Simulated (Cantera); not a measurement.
What does this Cantera script print?

```python
import numpy as np
import cantera as ct

gas_names = """
    B BF BF2 BF3 BH BHF2 BH2 BH3 BN B2 F F2 H HF H2 H2F2 H3F3 H4F4 H5F5 H6F6 H7F7 N NF NF2 NF3 NH NH2
    NH3 N2 N2H2 N2H4
""".split()
cond_names = """
    B(b) B(L) BN(s)
""".split()


def load(file, names, dense=False):
    # The tables refer to 1 bar. Condensed volumes are neglected.
    table = {s.name: s for s in ct.Species.list_from_file(file)}
    out = []
    for n in names:
        d = dict(table[n].input_data)
        d["thermo"] = dict(d["thermo"], **{"reference-pressure": 1e5})
        if dense:
            d["equation-of-state"] = {"model": "constant-volume", "density": "1e6 g/cm^3"}
        out.append(ct.Species.from_dict(d))
    return out


gas = ct.Solution(thermo="ideal-gas", species=load("nasa_gas.yaml", gas_names))
cond = {s.name: ct.Solution(thermo="fixed-stoichiometry", species=[s], name=s.name)
        for s in load("nasa_condensed.yaml", cond_names, dense=True)}
atoms = {
    'BN': {'B': 1, 'N': 1},
    'F2': {'F': 2},
    'H2': {'H': 2},
}
top_T = {'BN(s)': 3200}  # K; cautious upper limits of use, not melting points


def equilibrate(T, P, feed):
    n = {}
    for name, mol in feed.items():
        for a, k in atoms[name].items():
            n[a] = n.get(a, 0.0) + k * mol
    gas.TPX = T, P, n
    mass = sum(n.values()) * gas.mean_molecular_weight
    gas.equilibrate("TP")
    valid = [c for c in cond.values() if c.min_temp <= T <= top_T.get(c.name, c.max_temp)]
    mix = ct.Mixture([(gas, mass / gas.mean_molecular_weight)] + [(c, 0.0) for c in valid])
    mix.T, mix.P = T, P
    mix.equilibrate("TP", solver="vcs", rtol=1e-11, max_steps=5000)
    return mix


results = []
feed = {'BN': 1, 'F2': 15, 'H2': 1.2}  # mol
T = 1425  # K
P = 17  # Pa
mix = equilibrate(T, P, feed)
results.append((T, P, feed, dict(zip(mix.species_names, mix.species_moles))))
print(gas.report(threshold=1e-05))
for i in range(1, mix.n_phases):
    print(f"{mix.phase(i).name:16s} {mix.phase_moles(i):12.5e} mol")
```

It prints:

```
       temperature   1425 K
          pressure   17 Pa
           density   3.0066e-05 kg/m^3
  mean mol. weight   20.955 kg/kmol
   phase of matter   gas

                          1 kg             1 kmol
                     ---------------   ---------------
          enthalpy        1.5744e+06         3.299e+07  J
   internal energy        1.0089e+06        2.1142e+07  J
           entropy             13285        2.7838e+05  J/K
    Gibbs function       -1.7357e+07        -3.637e+08  J
 heat capacity c_p            1156.9             24242  J/K
 heat capacity c_v            760.11             15928  J/K

                      mass frac. Y      mole frac. X     chem. pot. / RT
                     ---------------   ---------------   ---------------
               BF3           0.11354          0.035089           -144.39
                 F           0.78254           0.86312           -23.271
                F2        6.2486e-05         3.446e-05           -46.541
                HF          0.080402          0.084213           -57.792
                N2          0.023455          0.017544           -38.578
     [  +26 minor]        8.0646e-11        4.2849e-11

B(b)              0.00000e+00 mol
BN(s)             0.00000e+00 mol
```

Method: chemical equilibrium by Gibbs-energy minimisation in Cantera with the NASA 1993 tables (ideal gas, pure condensed phases).
